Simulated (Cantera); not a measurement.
A Cantera script and what it prints.

```python
import numpy as np
import cantera as ct

gas_names = """
    C CH CH2 CH3 CH2OH CH3O CH4 CH3OH CO CO2 COOH C2 C2H CHCO,ketyl C2H2,acetylene C2H2,vinylidene
    CH2CO,ketene C2H3,vinyl CH3CO,acetyl C2H4 C2H4O,ethylen CH3CHO,ethanal CH3COOH (HCOOH)2 C2H5 C2H6
    CH3OCH3 C2H5OH C2O C3 C3H3,propargyl C3H4,allene C3H4,propyne C3H4,cyclo- C3H5,allyl C3H6,propylene
    C3H6,cyclo- C3H6O C3H7,n-propyl C3H7,i-propyl C3H8 C3H8O,1propanol C3H8O,2propanol C3O2 C4 C4H2
    C4H4,1,3-cyclo- C4H6,butadiene C4H6,2-butyne C4H6,cyclo- C4H8,1-butene C4H8,cis2-buten
    C4H8,tr2-butene C4H8,isobutene C4H8,cyclo- (CH3COOH)2 C4H9,n-butyl C4H9,i-butyl C4H9,s-butyl
    C4H9,t-butyl C4H10,isobutane C4H10,n-butane C5 C5H6,1,3cyclo- C5H8,cyclo- C5H10,1-pentene
    C5H10,cyclo- C5H11,pentyl C5H11,t-pentyl C5H12,n-pentane C5H12,i-pentane CH3C(CH3)2CH3 C6H2
    C6H5,phenyl C6H5O,phenoxy C6H6 C6H5OH,phenol C6H10,cyclo- C6H12,1-hexene C6H12,cyclo- C6H13,n-hexyl
    C7H7,benzyl C7H8 C7H8O,cresol C7H14,1-heptene C7H15,n-heptyl C7H16,n-heptane C8H8,styrene
    C8H10,ethylbenz C8H16,1-octene C8H17,n-octyl C8H18,isooctane C8H18,n-octane C9H19,n-nonyl
    C10H8,naphthale C10H21,n-decyl C12H9,o-bipheny C12H10,bipheny H HCO HO2 H2 HCHO,formaldehy HCOOH H2O
    H2O2 O OH O2 O3 Ta TaO TaO2
""".split()
cond_names = """
    C(gr) C6H6(L) C7H8(L) C8H18(L),n-octa H2O(s) H2O(L) Ta(cr) Ta(L) TaC(s) TaC(L) Ta2O5(s) Ta2O5(L)
""".split()


def load(file, names, dense=False):
    # The tables refer to 1 bar. Condensed volumes are neglected.
    table = {s.name: s for s in ct.Species.list_from_file(file)}
    out = []
    for n in names:
        d = dict(table[n].input_data)
        d["thermo"] = dict(d["thermo"], **{"reference-pressure": 1e5})
        if dense:
            d["equation-of-state"] = {"model": "constant-volume", "density": "1e6 g/cm^3"}
        out.append(ct.Species.from_dict(d))
    return out


gas = ct.Solution(thermo="ideal-gas", species=load("nasa_gas.yaml", gas_names))
cond = {s.name: ct.Solution(thermo="fixed-stoichiometry", species=[s], name=s.name)
        for s in load("nasa_condensed.yaml", cond_names, dense=True)}
atoms = {
    'Ta2O5': {'Ta': 2, 'O': 5},
    'C': {'C': 1},
    'H2': {'H': 2},
}
top_T = {'C(gr)': 4500}  # K; cautious upper limits of use, not melting points


def equilibrate(T, P, feed):
    n = {}
    for name, mol in feed.items():
        for a, k in atoms[name].items():
            n[a] = n.get(a, 0.0) + k * mol
    gas.TPX = T, P, n
    mass = sum(n.values()) * gas.mean_molecular_weight
    gas.equilibrate("TP")
    valid = [c for c in cond.values() if c.min_temp <= T <= top_T.get(c.name, c.max_temp)]
    mix = ct.Mixture([(gas, mass / gas.mean_molecular_weight)] + [(c, 0.0) for c in valid])
    mix.T, mix.P = T, P
    mix.equilibrate("TP", solver="vcs", rtol=1e-11, max_steps=5000)
    return mix


results = []
feed = {'Ta2O5': 1, 'C': 0.55, 'H2': 8.3}  # mol
P = 1200  # Pa
for T in [1298, 1373, 1448, 1523, 1598, 1673, 1748, 1823, 1898, 1973]:
    mix = equilibrate(T, P, feed)
    results.append((T, P, feed, dict(zip(mix.species_names, mix.species_moles))))
    x = sorted(zip(gas.X, gas.species_names), reverse=True)
    print(f"T = {T:g} K  P = {P:g} Pa  gas = {mix.phase_moles(0):.4g} mol")
    print("   x: " + "  ".join(f"{s} {v:.3e}" for v, s in x if v > 1e-05))
    print("   condensed (mol): " + ("  ".join(f"{mix.phase(i).name} {mix.phase_moles(i):.4g}"
          for i in range(1, mix.n_phases) if mix.phase_moles(i) > 1e-12) or "none"))
```

Result:

```
T = 1298 K  P = 1200 Pa  gas = 8.692 mol
   x: H2 9.545e-01  CO 4.506e-02  H2O 4.144e-04  CO2 1.115e-05
   condensed (mol): TaC(s) 0.1582  Ta2O5(s) 0.9209
T = 1373 K  P = 1200 Pa  gas = 8.692 mol
   x: H2 9.544e-01  CO 4.505e-02  H2O 4.819e-04  H 2.970e-05  CO2 1.104e-05
   condensed (mol): TaC(s) 0.1584  Ta2O5(s) 0.9208
T = 1448 K  P = 1200 Pa  gas = 8.692 mol
   x: H2 9.543e-01  CO 4.503e-02  H2O 5.502e-04  H 8.220e-05  CO2 1.095e-05
   condensed (mol): TaC(s) 0.1585  Ta2O5(s) 0.9207
T = 1523 K  P = 1200 Pa  gas = 8.692 mol
   x: H2 9.542e-01  CO 4.501e-02  H2O 6.186e-04  H 2.061e-04  CO2 1.087e-05
   condensed (mol): TaC(s) 0.1587  Ta2O5(s) 0.9206
T = 1598 K  P = 1200 Pa  gas = 8.693 mol
   x: H2 9.538e-01  CO 4.498e-02  H2O 6.866e-04  H 4.746e-04  CO2 1.080e-05
   condensed (mol): TaC(s) 0.1589  Ta2O5(s) 0.9206
T = 1673 K  P = 1200 Pa  gas = 8.695 mol
   x: H2 9.533e-01  CO 4.495e-02  H 1.015e-03  H2O 7.534e-04  CO2 1.074e-05
   condensed (mol): TaC(s) 0.159  Ta2O5(s) 0.9205
T = 1748 K  P = 1200 Pa  gas = 8.7 mol
   x: H2 9.522e-01  CO 4.491e-02  H 2.035e-03  H2O 8.186e-04  CO2 1.069e-05
   condensed (mol): TaC(s) 0.1592  Ta2O5(s) 0.9204
T = 1823 K  P = 1200 Pa  gas = 8.707 mol
   x: H2 9.504e-01  CO 4.485e-02  H 3.856e-03  H2O 8.814e-04  CO2 1.064e-05
   condensed (mol): TaC(s) 0.1594  Ta2O5(s) 0.9203
T = 1898 K  P = 1200 Pa  gas = 8.881 mol
   x: H2 9.301e-01  CO 6.192e-02  H 6.882e-03  H2O 1.063e-03  CO2 1.684e-05  TaO2 1.345e-05
   condensed (mol): Ta(cr) 0.2238  Ta2O5(s) 0.888
T = 1973 K  P = 1200 Pa  gas = 8.903 mol
   x: H2 9.248e-01  CO 6.175e-02  H 1.185e-02  H2O 1.502e-03  TaO2 5.443e-05  CO2 2.237e-05  TaO 1.044e-05
   condensed (mol): Ta(cr) 0.2253  Ta2O5(s) 0.8871
```

These are equilibrium values from Cantera (NASA tables, ideal gas, pure condensed phases), not measurements of a reactor. Mutual solubility and eutectic melting of coexisting phases are not modelled. TaC: taken at fixed stoichiometry. Condensed phases not in the tables: Ta2C, N, O or C dissolved in the metal.
